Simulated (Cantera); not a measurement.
Thermodynamics of hydrogen reduction and annealing atmospheres, feed PbO + H₂

A closed system holds: 1 mol PbO, 0.89 mol H₂, equilibrated at 1.10 mbar.

Method: chemical equilibrium by Gibbs-energy minimisation in Cantera with the NASA 1993 tables (ideal gas, pure condensed phases). Candidate condensed phases: H₂O, Pb, PbO, PbO₂, Pb₃O₄; 12 gas species. The numbers say what is thermodynamically allowed, not how fast it happens.

```json
[
 {"T (K)": "1498", "x Pb": "0.470", "x H₂O": "0.469", "x PbO": "0.0588", "x H₂": "0.00141", "x O₂": "0.000339", "x OH": "0.000183", "x H": "1.95e-5"},
 {"T (K)": "1573", "x Pb": "0.470", "x H₂O": "0.468", "x PbO": "0.0585", "x H₂": "0.00228", "x O₂": "0.000883", "x OH": "0.000434", "x H": "5.85e-5"},
 {"T (K)": "1648", "x Pb": "0.471", "x H₂O": "0.466", "x PbO": "0.0571", "x H₂": "0.00357", "x O₂": "0.00203", "x OH": "0.000940", "x H": "0.000160"},
 {"T (K)": "1723", "x Pb": "0.472", "x H₂O": "0.462", "x PbO": "0.0544", "x H₂": "0.00553", "x O₂": "0.00411", "x OH": "0.00187", "x H": "0.000409"},
 {"T (K)": "1798", "x Pb": "0.474", "x H₂O": "0.456", "x PbO": "0.0501", "x H₂": "0.00852", "x O₂": "0.00726", "x OH": "0.00344", "x H": "0.000980"},
 {"T (K)": "1873", "x Pb": "0.476", "x H₂O": "0.446", "x PbO": "0.0448", "x H₂": "0.0130", "x O₂": "0.0114", "x OH": "0.00590", "x H": "0.00222"},
 {"T (K)": "1948", "x Pb": "0.476", "x H₂O": "0.432", "x PbO": "0.0393", "x H₂": "0.0196", "x O₂": "0.0165", "x OH": "0.00952", "x H": "0.00477"},
 {"T (K)": "2023", "x Pb": "0.475", "x H₂O": "0.412", "x PbO": "0.0339", "x H₂": "0.0285", "x O₂": "0.0223", "x OH": "0.0146", "x H": "0.00967"},
 {"T (K)": "2098", "x Pb": "0.471", "x H₂O": "0.385", "x PbO": "0.0290", "x H₂": "0.0400", "x O₂": "0.0288", "x OH": "0.0212", "x H": "0.0186"}
]
```
x: gas mole fraction; nothing condenses.

From 1498 K to 2098 K nothing is condensed. The main Pb-bearing gas is Pb throughout.
